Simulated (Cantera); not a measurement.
## Ignition delay

Mixture: CH₄ : H₂ : O₂ : N₂ = 1 : 0.64 : 1.29 : 3.35 (molar parts), equivalence ratio 1.8, at 383 Torr, adiabatic and at constant volume. Ignition delay is the time to a rise of 400 K.

Cantera simulation using GRI-Mech 3.0 (53 species, 325 reactions); the numbers are that mechanism's predictions, not measurements.

```tsv
T0 (K)	delay (ms)
1048	12.8
1123	5.90
1198	2.89
1273	1.50
1348	0.837
1423	0.497
1498	0.313
```

```json
{
 "apparent activation energy between 1348 and 1498 K": "110 kJ/mol"
}
```
